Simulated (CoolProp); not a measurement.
Properties of ethylbenzene along the isobar 21.2 MPa.

Model: reference Helmholtz-energy equation of state, Zhou 2012, in CoolProp.

```json
[
 {"T (°C)": "32.05", "phase": "liquid", "Joule-Thomson coefficient (K/MPa)": "-0.4725", "expansivity (1/kK)": "0.9108", "conductivity (mW/(m K))": "132"},
 {"T (°C)": "46.95", "phase": "liquid", "Joule-Thomson coefficient (K/MPa)": "-0.4555", "expansivity (1/kK)": "0.9217", "conductivity (mW/(m K))": "129"},
 {"T (°C)": "61.75", "phase": "liquid", "Joule-Thomson coefficient (K/MPa)": "-0.4384", "expansivity (1/kK)": "(withheld)", "conductivity (mW/(m K))": "125"},
 {"T (°C)": "76.65", "phase": "liquid", "Joule-Thomson coefficient (K/MPa)": "-0.4211", "expansivity (1/kK)": "0.9489", "conductivity (mW/(m K))": "122"},
 {"T (°C)": "91.45", "phase": "liquid", "Joule-Thomson coefficient (K/MPa)": "-0.4039", "expansivity (1/kK)": "0.9652", "conductivity (mW/(m K))": "119"},
 {"T (°C)": "106.25", "phase": "liquid", "Joule-Thomson coefficient (K/MPa)": "(withheld)", "expansivity (1/kK)": "0.9833", "conductivity (mW/(m K))": "116"},
 {"T (°C)": "121.15", "phase": "liquid", "Joule-Thomson coefficient (K/MPa)": "-0.3688", "expansivity (1/kK)": "1.004", "conductivity (mW/(m K))": "(withheld)"},
 {"T (°C)": "135.95", "phase": "liquid", "Joule-Thomson coefficient (K/MPa)": "-0.3511", "expansivity (1/kK)": "1.026", "conductivity (mW/(m K))": "111"},
 {"T (°C)": "150.75", "phase": "liquid", "Joule-Thomson coefficient (K/MPa)": "(withheld)", "expansivity (1/kK)": "1.050", "conductivity (mW/(m K))": "108"},
 {"T (°C)": "165.65", "phase": "liquid", "Joule-Thomson coefficient (K/MPa)": "-0.3146", "expansivity (1/kK)": "(withheld)", "conductivity (mW/(m K))": "106"},
 {"T (°C)": "180.45", "phase": "liquid", "Joule-Thomson coefficient (K/MPa)": "-0.2958", "expansivity (1/kK)": "1.105", "conductivity (mW/(m K))": "(withheld)"},
 {"T (°C)": "195.35", "phase": "liquid", "Joule-Thomson coefficient (K/MPa)": "-0.2761", "expansivity (1/kK)": "1.136", "conductivity (mW/(m K))": "(withheld)"}
]
```

Task: Some entries are withheld; supply them.

Result: 
- 61.75, expansivity (1/kK): 0.9344
- 106.25, Joule-Thomson coefficient (K/MPa): -0.3865
- 121.15, conductivity (mW/(m K)): 113
- 150.75, Joule-Thomson coefficient (K/MPa): -0.3331
- 165.65, expansivity (1/kK): 1.076
- 180.45, conductivity (mW/(m K)): 103
- 195.35, conductivity (mW/(m K)): 101

Thermal conductivity comes from a separate model (Mylona 2014).
